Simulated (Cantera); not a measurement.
# Equilibrium for silicon etching in halogen gases: Si + SF₆ + N₂ + HF

Charge: 1 mol Si, 4.4 mol SF₆, 0.31 mol N₂, 4.5 mol HF, at 902 °C.

These are equilibrium values from Cantera (NASA tables, ideal gas, pure condensed phases), not measurements of a reactor. Candidate condensed phases: S, Si, Si₃N₄; 52 gas species. The tables' values for SF₃, SF₅ are old estimates; treat these amounts as uncertain. The numbers say what is thermodynamically allowed, not how fast it happens.

| P (Pa) | log p HF | log p F | log p SF₄ | log p SF₆ | log p SiF₄ | log p N₂ |
|---|---|---|---|---|---|---|
| 1 | -5.51 | -5.54 | -5.56 | -6.61 | -6.16 | -6.67 |
| 5.20 | -4.71 | -5.13 | -4.91 | -5.16 | -5.36 | -5.87 |
| 27 | -3.94 | -5.00 | -4.26 | -4.25 | -4.59 | -5.10 |
| 140 | -3.21 | -4.97 | -3.56 | -3.49 | -3.87 | -4.37 |
| 720 | -2.50 | -4.97 | -2.85 | -2.77 | -3.15 | -3.66 |
| 3700 | -1.79 | -4.97 | -2.14 | -2.06 | -2.44 | -2.95 |
| 19000 | -1.08 | -4.97 | -1.43 | -1.35 | -1.73 | -2.24 |
| 100000 | -0.36 | -4.97 | -0.71 | -0.63 | -1.01 | -1.52 |
log p: log10 of the partial pressure in bar; nothing condenses.

From 0.00750 Torr to 750 Torr nothing is condensed. The main Si-bearing gas is SiF₄ throughout.
